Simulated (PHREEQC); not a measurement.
Dissolve 0.003 mol/kgw HF, 6.4e-05 mol/kgw (CH3)4NF and 0.0066 mol/kgw H2SO4 at 20 °C. Closed to the air; pH follows from the charge balance.

Model: ion-association model, phreeqc.dat, run in PHREEQC.

| Property | Result |
|---|---|
| pH | 2.01 |
| ionic strength | 0.0151 mol/kgw |
| specific conductance | 3720 µS/cm |
| total alkalinity | -16.2 meq/kg |

```json
[
 {"species": "H+", "molality": "0.0109", "activity": "0.00981", "log γ": "-0.046"},
 {"species": "SO4-2", "molality": "0.00412", "activity": "0.00256", "log γ": "-0.207"},
 {"species": "HF", "molality": "0.00282", "activity": "0.00283", "log γ": "0.002"},
 {"species": "HSO4-", "molality": "0.00248", "activity": "0.00219", "log γ": "-0.053"},
 {"species": "F-", "molality": "0.000238", "activity": "0.000210", "log γ": "-0.054"},
 {"species": "(CH3)4N+", "molality": "6.40e-5", "activity": "5.66e-5", "log γ": "-0.054"},
 {"species": "HF2-", "molality": "2.47e-6", "activity": "2.19e-6", "log γ": "-0.053"}
]
```

This is a speciation only: nothing precipitates in the calculation. (CH3)4N+ isn't in the database: it is added as a free cation with an ion size of 4 Å.
